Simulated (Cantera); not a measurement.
Cantera with NASA thermochemical tables; ideal gases at 1 bar, condensed phases pure. Values are per mole of reaction as written; species without (g) are pure solids or liquids, kept so even where they would boil at 1 bar.

Q: Between 300 and 1948 K, where is each reaction favourable under standard conditions?
- O2(g) + 2 BN → 2 B + 2 NO(g)

A: 
- O2(g) + 2 BN → 2 B + 2 NO(g): ΔG° is 625 kJ at 300 K and 293 kJ at 1948 K; it stays positive (K < 1). ΔH° is 680 kJ and ΔS° 199 J/K at 1948 K.
